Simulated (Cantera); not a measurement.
An adiabatic, constant-volume homogeneous reactor starts with CO : H2 : CH4 : O2 : N2 : H2O = 1 : 0.87 : 0.057 : 1.4 : 5.26 : 0.34 (molar parts), at 950 K and 6.50 bar. Integrator tolerance rtol = 1e-08.

Computed with Cantera and GRI-Mech 3.0 (53 species, 325 reactions). Below about 1000 K GRI-Mech 3.0 lacks low-temperature oxidation paths.

### Question
What does this change do: CH4 0.057 to 0.097 parts?

### Answer
```csv
quantity,before,after
time of steepest temperature rise,24.0 ms,23.8 ms
temperature at 3.00 s,2735 K,2777 K
equilibrium temperature,2735 K,2777 K
x(CO) at 3.00 s,0.0156 (gas-phase equilibrium 0.0156),0.0203 (gas-phase equilibrium 0.0203)
x(H2) at 3.00 s,0.00308 (gas-phase equilibrium 0.00308),0.00415 (gas-phase equilibrium 0.00415)
x(CH4) at 3.00 s,<1e-12 (gas-phase equilibrium <1e-12),<1e-12 (gas-phase equilibrium <1e-12)
x(O2) at 3.00 s,0.0421 (gas-phase equilibrium 0.0421),0.0348 (gas-phase equilibrium 0.0348)
x(H) at 3.00 s,0.000877 (gas-phase equilibrium 0.000877),0.00118 (gas-phase equilibrium 0.00118)
```

### Question
What does this change do: initial temperature 950 to 1300 K?

### Answer
| quantity | before | after |
|---|---|---|
| time of steepest temperature rise | 24.0 ms | 11.9 µs |
| temperature at 3.00 s | 2735 K | 2863 K |
| equilibrium temperature | 2735 K | 2863 K |
| x(CO) at 3.00 s | 0.0156 (gas-phase equilibrium 0.0156) | 0.0265 (gas-phase equilibrium 0.0265) |
| x(H2) at 3.00 s | 0.00308 (gas-phase equilibrium 0.00308) | 0.00534 (gas-phase equilibrium 0.00534) |
| x(CH4) at 3.00 s | <1e-12 (gas-phase equilibrium <1e-12) | <1e-12 (gas-phase equilibrium <1e-12) |
| x(O2) at 3.00 s | 0.0421 (gas-phase equilibrium 0.0421) | 0.0447 (gas-phase equilibrium 0.0447) |
| x(H) at 3.00 s | 0.000877 (gas-phase equilibrium 0.000877) | 0.00207 (gas-phase equilibrium 0.00207) |
